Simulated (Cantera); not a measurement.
Charge: 1 mol Fe(CO)5, 0.099 mol O2, 0.62 mol N2, 0.24 mol H2, at 952 °C and 4.10 bar.

Cantera equilibrium calculation (NASA polynomials, part measured and part estimated; ideal gas, pure solids and liquids). Candidate condensed phases: C, C6H6, C7H8, C8H18, Fe, Fe(CO)5, FeO, Fe(OH)2, Fe(OH)3, Fe2O3, Fe3O4, H2O; 140 gas species. Condensed phases not in the tables: cementite and carbon dissolved in iron. The numbers say what is thermodynamically allowed, not how fast it happens.

Base state: CO 0.816, N2 0.106, H2 0.0385, CO2 0.0366, H2O 0.00253, CH4 7.97e-5 (mole fractions); condensed: C(graphite) + Fe(γ).

Problem. What changes in the equilibrium state with this change: H2 from 0.24 to 5.8 mol?

Solution. 
| species | before | after |
|---|---|---|
| H2 | 0.0385 | 0.479 |
| CO | 0.816 | 0.426 |
| N2 | 0.106 | 0.0555 |
| CH4 | 7.97e-5 | 0.0112 |
| H2O | 0.00253 | 0.0180 |
| CO2 | 0.0366 | 0.0109 |
| NH3 | 1.72e-6 | 5.45e-5 |
| HCN | 6.25e-6 | 1.45e-5 |
| C(graphite), mol | 0.0294 | 0 |
| Fe(γ), mol | 1.00 | 1.00 |

Problem. What changes in the equilibrium state with this change: temperature from 952 °C to 1275 °C?

Solution. 
```
species            before    after
----------------  -------  -------
CO                  0.816    0.823
N2                  0.106    0.106
H2                 0.0385   0.0372
CO2                0.0366   0.0300
CH4               7.97e-5  4.74e-7
H2O               0.00253  0.00378
C(graphite), mol   0.0294        0
Fe(γ), mol           1.00    1.000
```
